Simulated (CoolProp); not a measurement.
Model: reference Helmholtz-energy equation of state, Gao 2020, in CoolProp.

Question: For ammonia, give the phase and the cp (kJ/(kg K)), isothermal compressibility (1/MPa), expansivity (1/kK), Prandtl number at -57.75 °C and 1990 kPa.

Answer: 
- -57.75 °C and 1990 kPa: liquid; cp 4.37, isothermal compressibility 0.000576, expansivity 1.63, Prandtl number 2.20

Viscosity comes from a separate model (Fenghour 1995). Thermal conductivity comes from a separate model (Tufeu 1984).
